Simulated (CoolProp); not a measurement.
Vapour-liquid equilibrium of hydrogen sulfide (1) + n-butane (2) at -8.05 °C; x and y are mole fractions of (1).

Computed with CoolProp (multi-fluid Helmholtz-energy mixture model, Lemmon 2006 and Bücker 2006; pair parameters Kunz 2012).

```csv
x,"bubble pressure, mixture model (MPa)","bubble pressure, Raoult's law (MPa)","y, mixture model","y, Raoult's law"
0.05,0.1572,0.1120,0.531,0.361
0.15,[?],0.1854,0.765,0.655
0.25,0.4058,0.2588,[?],0.782
0.35,[?],0.3321,0.875,0.853
0.45,0.5543,0.4055,0.898,0.898
0.55,[?],0.4789,0.914,0.929
0.65,0.6516,0.5523,[?],0.952
0.75,0.6934,0.6256,0.943,0.970
0.85,0.7358,0.6990,0.959,0.984
0.95,0.7828,0.7724,[?],0.995
```

Q: What belongs in the gaps?

A: 
- 0.15, bubble pressure, mixture model (MPa): 0.2969
- 0.25, y, mixture model: 0.839
- 0.35, bubble pressure, mixture model (MPa): 0.4894
- 0.55, bubble pressure, mixture model (MPa): 0.6067
- 0.65, y, mixture model: 0.928
- 0.95, y, mixture model: 0.983

The largest gap from Raoult's law is +60.1 % in bubble pressure, at x = 0.15. No azeotrope shows between x = 0.05 and 0.95.

Pair parameters are fitted to limited data, so mixtures are less certain than the pure fluids. With so large a gap from Raoult's law the liquid may split in two, which this calculation doesn't test in full.
